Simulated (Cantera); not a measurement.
Mixture: CH₄ : O₂ : N₂ : CO₂ = 1 : 2.6 : 9.77 : 1 (molar parts), equivalence ratio 0.77, at 1.30 bar, adiabatic and at constant pressure. Ignition delay is the time to a rise of 400 K.

Model: GRI-Mech 3.0 (53 species, 325 reactions), integrated in Cantera.

Q: Predict: delay at 1175 K; delay at 1325 K; delay at 1475 K; delay at 1625 K; delay at 1775 K; apparent activation energy between 1625 and 1775 K.

A: 
```
Item                                                     Value
--------------------------------------------------  ----------
delay at 1175 K                                        50.8 ms
delay at 1325 K                                        6.85 ms
delay at 1475 K                                        1.25 ms
delay at 1625 K                                       0.317 ms
delay at 1775 K                                       0.109 ms
apparent activation energy between 1625 and 1775 K  170 kJ/mol
```
